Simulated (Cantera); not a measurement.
Input: 1 mol SiC, 3.6 mol N₂O, 160 mol N₂, 0.085 mol CO₂, equilibrated at 902 °C and 0.00900 Torr.

Cantera equilibrium calculation (NASA polynomials, part measured and part estimated; ideal gas, pure solids and liquids). Candidate condensed phases: C, Si, SiC, SiO₂, Si₂N₂O, Si₃N₄; 34 gas species. The tables hold silica as quartz up to 1696 K and as liquid above; real silica turns to tridymite and cristobalite and melts near 1996 K. Rates play no part.

Problem. What is the equilibrium state?

Solution. 
- x(N₂) = 0.993
- x(CO₂) = 0.00416
- x(CO) = 0.00243
- n(SiO₂(β-quartz)) = 1.00 mol
- gas amount = 164.7 mol
- log10 activity of C(graphite) (absent) = -9.34
- log10 activity of Si(s) (absent) = -15.53
